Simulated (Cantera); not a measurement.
Feed: 1 mol SiCl4, 0.57 mol N2O, at 1300 K and 0.00120 bar.

These are equilibrium values from Cantera (NASA tables, ideal gas, pure condensed phases), not measurements of a reactor. Candidate condensed phases: Si, SiO2, Si2N2O, Si3N4; 23 gas species. The tables' values for SiCl3 are old estimates; treat these amounts as uncertain. The tables hold silica as quartz up to 1696 K and as liquid above; real silica turns to tridymite and cristobalite and melts near 1996 K. Rates play no part.

Problem. What is the equilibrium state?

Solution. 
| Quantity | Result |
|---|---|
| x(SiCl4) | 0.354 |
| x(N2) | 0.283 |
| x(Cl2) | 0.202 |
| x(Cl) | 0.161 |
| x(SiCl3) | 2.60e-5 |
| n(SiO2(β-quartz)) | 0.285 mol |
| gas amount | 2.017 mol |
| log10 activity of Si(s) (absent) | -15.92 |
